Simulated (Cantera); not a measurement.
Sublimation and decomposition of ceramics: MgO + N2

Feed: 1 mol MgO, 0.91 mol N2, held at 0.0825 Torr.

Cantera equilibrium calculation (NASA polynomials, part measured and part estimated; ideal gas, pure solids and liquids). Candidate condensed phases: Mg, MgO; 13 gas species. The numbers say what is thermodynamically allowed, not how fast it happens.

From 1648 K to 1998 K the condensed part is MgO(s). The main Mg-bearing gas is Mg throughout.

```tsv
T (K)	x N2	x Mg	x O2	x O	n MgO(s)
1648	1.000	7.41e-5	1.91e-5	1.05e-5	1.000
1698	1.000	0.000203	5.87e-5	3.20e-5	1.000
1748	0.999	0.000532	0.000166	9.01e-5	1.000
1798	0.998	0.00133	0.000438	0.000238	0.999
1848	0.995	0.00315	0.00108	0.000594	0.997
1898	0.988	0.00719	0.00254	0.00141	0.993
1948	0.974	0.0157	0.00566	0.00319	0.985
1998	0.946	0.0331	0.0121	0.00691	0.968
```
x: gas mole fraction; n: condensed amount in mol.
